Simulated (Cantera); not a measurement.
Charge: 1 mol Si, 1.9 mol Cl2, 32 mol H2, held at 2.30 mbar.

Method: chemical equilibrium by Gibbs-energy minimisation in Cantera with the NASA 1993 tables (ideal gas, pure condensed phases). Candidate condensed phases: Si; 19 gas species. Gases not in the tables: Si2H6 and higher silanes. Equilibrium is a limit: real reactors are often held back by kinetics, nucleation or transport.

### Question
What share of the Si ends up in condensed phases as a function of T (°C), at 750, 850, 950, 1050, 1150, 1250, 1350, 1450?

### Answer
| T (°C) | Si condensed (%) | as |
|---|---|---|
| 750 | 29.4 | Si(s) |
| 850 | 40.1 | Si(s) |
| 950 | 41.5 | Si(s) |
| 1050 | 39.3 | Si(s) |
| 1150 | 36.6 | Si(s) |
| 1250 | 34.1 | Si(s) |
| 1350 | 31.7 | Si(s) |
| 1450 | 30.5 | Si(l) |
